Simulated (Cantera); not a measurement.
Input (Python, Cantera):

```python
import numpy as np
import cantera as ct

gas = ct.Solution("gri30.yaml")
gas.TPX = 1500, 101325, {'CH4': 0.002, 'O2': 0.016, 'N2': 1}
reactor = ct.IdealGasConstPressureReactor(gas, energy="off", clone=False)
net = ct.ReactorNet([reactor])
net.rtol, net.atol = 1e-08, 1e-18
show = ['CH4', 'O2', 'C2H2', 'CH2', 'C2H', 'NO', 'C2H4']
times = np.geomspace(7e-06, 100, 13)

steps = ct.SolutionArray(gas, extra=["t"])
rows = []
print(f"{'t/s':>10s}{'T/K':>9s}{'P/Pa':>11s}" + "".join(f"{s:>11s}" for s in show))
for t in times:
    while net.time < t:
        t_next = net.step()
        steps.append(gas.state, t=t_next)
    rows.append([np.interp(t, steps.t, y) for y in (steps.T, steps.P, *steps(*show).X.T)])
    print(f"{t:10.3e}{rows[-1][0]:9.1f}{rows[-1][1]:11.4g}" + "".join(f"{x:11.3e}" for x in rows[-1][2:]))
rate = np.gradient(steps.T, steps.t)
print("integrator steps:", len(steps.t))
if steps.T.max() > steps.T[0] + 200:
    print(f"time of steepest temperature rise: {steps.t[rate.argmax()]:.4e} s")
gas.TPX = 1500, 101325, {'CH4': 0.002, 'O2': 0.016, 'N2': 1}
gas.equilibrate("TP")
print(f"equilibrium (TP): T = {gas.T:.1f} K  " + "  ".join(f"{s} {gas[s].X[0]:.3e}" for s in show))
```

Output:

```
       t/s      T/K       P/Pa        CH4         O2       C2H2        CH2        C2H         NO       C2H4
 7.000e-06   1500.0  1.013e+05  1.965e-03  1.572e-02  1.610e-21  5.490e-16  3.551e-30  2.038e-17  1.047e-16
 2.763e-05   1500.0  1.013e+05  1.965e-03  1.572e-02  9.684e-19  2.347e-14  1.815e-26  7.841e-16  1.637e-14
 1.090e-04   1500.0  1.013e+05  1.964e-03  1.572e-02  6.882e-16  3.326e-13  3.013e-23  9.749e-15  2.856e-12
 4.304e-04   1500.0  1.013e+05  1.964e-03  1.572e-02  3.323e-13  3.132e-12  2.592e-20  6.479e-14  3.232e-10
 1.698e-03   1500.0  1.013e+05  1.957e-03  1.571e-02  1.775e-10  7.281e-11  5.101e-17  6.181e-13  4.281e-08
 6.704e-03   1500.0  1.013e+05  5.051e-11  1.205e-02  3.649e-17  1.061e-13  4.052e-20  3.962e-07  2.062e-19
 2.646e-02   1500.0  1.013e+05 -6.998e-20  1.178e-02  1.421e-30  2.049e-20  3.487e-33  1.128e-06  3.674e-30
 1.044e-01   1500.0  1.013e+05  9.203e-20  1.178e-02 -4.895e-30 -7.635e-22 -1.527e-34  1.168e-06 -4.748e-31
 4.121e-01   1500.0  1.013e+05  7.142e-20  1.179e-02  2.166e-30  1.826e-22  4.864e-35  1.176e-06 -2.676e-31
 1.627e+00   1500.0  1.013e+05 -1.258e-24  1.179e-02  2.118e-32 -2.695e-28  5.757e-37  1.188e-06  5.363e-35
 6.420e+00   1500.0  1.013e+05  7.059e-30  1.179e-02  1.458e-35  8.576e-31  3.961e-40  1.234e-06 -3.861e-42
 2.534e+01   1500.0  1.013e+05  2.076e-31  1.179e-02  1.979e-35 -5.294e-33  5.379e-40  1.418e-06 -1.001e-41
 1.000e+02   1500.0  1.013e+05 -6.723e-32  1.178e-02  5.379e-36 -1.232e-32  1.456e-40  2.142e-06 -7.919e-43
integrator steps: 1926
equilibrium (TP): T = 1500.0 K  CH4 3.287e-32  O2 1.162e-02  C2H2 4.492e-42  CH2 2.479e-33  C2H 5.671e-46  NO 3.230e-04  C2H4 8.836e-50
```

Computed with Cantera and GRI-Mech 3.0 (53 species, 325 reactions).
